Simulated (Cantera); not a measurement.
A perfectly stirred reactor is fed with 7.32 % H2, 92.7 % O2, at 2.40 Torr; it is held at 1050 K, and followed from long to short residence time.

Computed with Cantera and the H2/O2 subset of GRI-Mech 3.0, which has no nitrogen chemistry. Radical loss at walls, strong at low pressure, is not modelled. The temperature is held fixed by assumption; the heat of reaction is taken as removed at once.

x: mole fraction; the columns are a selection and need not sum to one.

| τ (s) | x H2 | x O2 | x H2O2 | x H | x H2O | x OH |
|---|---|---|---|---|---|---|
| 0.40 | 0.00151 | 0.905 | 3.65e-8 | 0.00632 | 0.0692 | ? |
| 0.25 | 0.00196 | 0.900 | 3.68e-8 | 0.00859 | 0.0672 | ? |
| 0.15 | 0.00259 | 0.896 | 3.77e-8 | 0.0114 | 0.0647 | ? |
| 0.093 | 0.00340 | 0.892 | 3.97e-8 | 0.0141 | 0.0622 | ? |
| 0.057 | 0.00456 | 0.890 | 4.32e-8 | 0.0166 | 0.0594 | ? |
| 0.035 | 0.00622 | 0.889 | 4.86e-8 | 0.0186 | 0.0563 | ? |
| 0.021 | 0.00880 | 0.889 | 5.62e-8 | 0.0201 | 0.0527 | 0.00393 |
| 0.013 | 0.0124 | 0.890 | 6.51e-8 | 0.0205 | 0.0486 | 0.00426 |
| 0.0081 | 0.0174 | 0.893 | 7.43e-8 | 0.0199 | 0.0436 | 0.00451 |
| 0.0049 | 0.0251 | 0.898 | 8.17e-8 | 0.0179 | 0.0369 | 0.00458 |

Q: Complete the blanks.

A: 
- 0.40, x OH: 0.00206
- 0.25, x OH: 0.00232
- 0.15, x OH: 0.00262
- 0.093, x OH: 0.00291
- 0.057, x OH: 0.00323
- 0.035, x OH: 0.00356
